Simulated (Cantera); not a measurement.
An isothermal, constant-pressure homogeneous reactor starts with CO : O2 : H2O : N2 = 0.015 : 0.0098 : 0.0003 : 1 (molar parts), equivalence ratio 0.77, at 1173 K and 33000 Pa.

Cantera simulation using GRI-Mech 3.0 (53 species, 325 reactions); the numbers are that mechanism's predictions, not measurements.

x: mole fraction; the columns are a selection and need not sum to one.

| t (s) | x CO | x O2 | x H2O | x H2O2 | x NO | x H | x O |
|---|---|---|---|---|---|---|---|
| 0.000400 | 0.0146 | 0.00956 | 0.000293 | <1e-12 | <1e-12 | 1.73e-12 | 5.84e-10 |
| 0.00114 | 0.0146 | 0.00956 | 0.000293 | <1e-12 | <1e-12 | 1.52e-11 | 1.66e-9 |
| 0.00324 | 0.0146 | 0.00956 | 0.000293 | <1e-12 | <1e-12 | 1.16e-10 | [?] |
| 0.00924 | 0.0146 | 0.00956 | 0.000293 | <1e-12 | <1e-12 | [?] | [?] |
| 0.0263 | 0.0146 | 0.00956 | 0.000293 | 1.46e-11 | <1e-12 | 6.54e-8 | 1.21e-6 |
| 0.0750 | 0.0103 | 0.00697 | 0.000169 | 2.30e-9 | 3.61e-7 | 0.000207 | 0.000942 |
| 0.213 | 0.00149 | 0.00294 | 0.000252 | 4.21e-9 | 1.96e-6 | 5.20e-5 | 0.000146 |
| 0.608 | 0.000213 | 0.00236 | 0.000289 | 1.49e-9 | 2.09e-6 | 3.16e-6 | 1.84e-5 |
| 1.73 | 2.94e-5 | 0.00227 | 0.000293 | 2.62e-10 | 2.11e-6 | 1.72e-7 | 2.49e-6 |
| 4.93 | 3.61e-6 | 0.00226 | 0.000294 | 3.85e-11 | 2.11e-6 | 8.71e-9 | 3.28e-7 |
| 14.0 | 4.32e-7 | 0.00226 | 0.000295 | 6.12e-12 | 2.12e-6 | 5.03e-10 | 4.86e-8 |
| 40.0 | 6.47e-8 | 0.00226 | 0.000295 | 1.36e-12 | 2.12e-6 | 4.99e-11 | 1.06e-8 |

Question: Fill in the missing entries.

Answer: 
- 0.00324, x O: 5.09e-9
- 0.00924, x H: 1.09e-9
- 0.00924, x O: 2.54e-8
